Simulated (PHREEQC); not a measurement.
0.1 mol of Malachite (Cu2(OH)2CO3) is brought to equilibrium with 1 kg of water holding 3.4 mmol/kgw MgCl2, with rising amounts of Ba(NO3)2, at 25 °C. Oxygen is held at 0.21 atm. The system is closed to CO2. The run lets Malachite, Brucite, Witherite, Nesquehonite, Tenorite, Atacamite, Cu2(OH)3NO3 precipitate or redissolve, and no other solid.

Model: ion-association model, wateq4f.dat, run in PHREEQC.

Question: Predict dissolved Cu (mol/kgw) at Ba(NO3)2 added (mol) = 0, 0.0625, 0.0875, 0.125, 0.15.

Answer: 
```tsv
Ba(NO3)2 added (mol)	dissolved Cu (mol/kgw)
0	5.41e-5
0.0625	8.45e-5
0.0875	9.07e-5
0.125	9.80e-5
0.15	0.000102
```

Species that the database lacks are ignored.
